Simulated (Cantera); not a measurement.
## Pyrogenic steam for wet oxidation

An isothermal, constant-pressure homogeneous reactor starts with 48.0 % H2, 26.7 % O2, 25.3 % N2, equivalence ratio 0.90, at 850 K and 100.0 Torr.

Computed with Cantera and GRI-Mech 3.0 (53 species, 325 reactions). Radical loss at walls, strong at low pressure, is not modelled. Below about 950 K walls govern HO2 and H2O2 in real vessels. The temperature is held fixed by assumption; the heat of reaction is taken as removed at once.

| t (s) | x H2 | x O2 | x NO | x OH | x H2O | x NO2 |
|---|---|---|---|---|---|---|
| 5.00e-6 | 0.480 | 0.267 | <1e-12 | <1e-12 | <1e-12 | <1e-12 |
| 1.48e-5 | 0.480 | 0.267 | <1e-12 | <1e-12 | <1e-12 | <1e-12 |
| 4.39e-5 | 0.480 | 0.267 | <1e-12 | <1e-12 | <1e-12 | <1e-12 |
| 0.000130 | 0.480 | 0.267 | <1e-12 | <1e-12 | 9.45e-12 | <1e-12 |
| 0.000385 | 0.480 | 0.267 | <1e-12 | 1.53e-12 | 1.42e-10 | <1e-12 |
| 0.00114 | 0.480 | 0.267 | <1e-12 | 6.16e-11 | 8.77e-9 | <1e-12 |
| 0.00338 | 0.479 | 0.266 | 1.49e-12 | 9.49e-6 | 0.000951 | <1e-12 |
| 0.0100 | 0.203 | 0.133 | 2.12e-8 | 5.11e-9 | 0.365 | 2.20e-8 |
| 0.0296 | 0.203 | 0.133 | 2.70e-9 | 9.87e-10 | 0.365 | 4.05e-8 |
| 0.0877 | 0.203 | 0.133 | 2.84e-9 | 8.70e-10 | 0.365 | 4.03e-8 |
| 0.260 | 0.203 | 0.133 | 3.36e-9 | 1.03e-9 | 0.365 | 3.98e-8 |
| 0.770 | 0.202 | 0.133 | 4.13e-9 | 1.69e-9 | 0.365 | 3.91e-8 |
| 2.28 | 0.201 | 0.132 | 6.44e-9 | 4.96e-9 | 0.367 | 3.68e-8 |
| 6.75 | 0.190 | 0.126 | 8.80e-9 | 1.14e-8 | 0.381 | 3.46e-8 |
| 20.0 | 0.154 | 0.109 | 8.63e-9 | 1.16e-8 | 0.429 | 3.55e-8 |
x: mole fraction; the columns are a selection and need not sum to one.

Equilibrium at this temperature and pressure: H2 4.27e-12, O2 0.0351, NO 1.20e-6, OH 9.77e-9, H2O 0.632, NO2 3.30e-8 (gas phase only).
